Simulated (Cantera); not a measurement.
## Thermodynamics of carbon deposition, reforming and gasification, feed C₂H₂ + H₂

Feed: 1 mol C₂H₂, 0.38 mol H₂, held at 17000 Pa.

Cantera equilibrium calculation (NASA polynomials, part measured and part estimated; ideal gas, pure solids and liquids). Candidate condensed phases: C, C₆H₆, C₇H₈, C₈H₁₈; 76 gas species. Equilibrium is a limit: real reactors are often held back by kinetics, nucleation or transport.

| T (K) | log p H₂ | log p H | log p C₂H₂ (acetylene) | log p C₂H | log p C₄H₂ | log p C₃ | log p CH₄ | log p C₂H₂ (vinylidene) | n C(graphite) |
|---|---|---|---|---|---|---|---|---|---|
| 1925 | -0.77 | -3.40 | -4.11 | -8.59 | -7.85 | -11.39 | -4.82 | -8.33 | 2.00 |
| 2025 | -0.77 | -3.10 | -3.82 | -7.84 | -7.25 | -10.29 | -4.94 | -7.79 | 2.00 |
| 2125 | -0.77 | -2.83 | -3.55 | -7.16 | -6.72 | -9.30 | -5.06 | -7.31 | 2.00 |
| 2225 | -0.78 | -2.58 | -3.31 | -6.54 | -6.23 | -8.40 | -5.16 | -6.87 | 1.99 |
| 2325 | -0.78 | -2.35 | -3.09 | -5.98 | -5.79 | -7.58 | -5.26 | -6.48 | 1.99 |
| 2425 | -0.79 | -2.14 | -2.90 | -5.47 | -5.39 | -6.83 | -5.35 | -6.12 | 1.98 |
| 2525 | -0.80 | -1.95 | -2.72 | -5.00 | -5.03 | -6.14 | -5.45 | -5.80 | 1.97 |
| 2625 | -0.82 | -1.78 | -2.57 | -4.57 | -4.70 | -5.50 | -5.55 | -5.50 | 1.95 |
| 2725 | -0.85 | -1.63 | -2.43 | -4.17 | -4.40 | -4.91 | -5.66 | -5.24 | 1.93 |
| 2825 | -0.88 | -1.49 | -2.32 | -3.81 | -4.14 | -4.37 | -5.78 | -5.01 | 1.91 |
log p: log10 of the partial pressure in bar; n: condensed amount in mol.

From 1925 K to 2825 K the condensed part is C(graphite). The main C-bearing gas is C₂H₂ (acetylene) throughout.
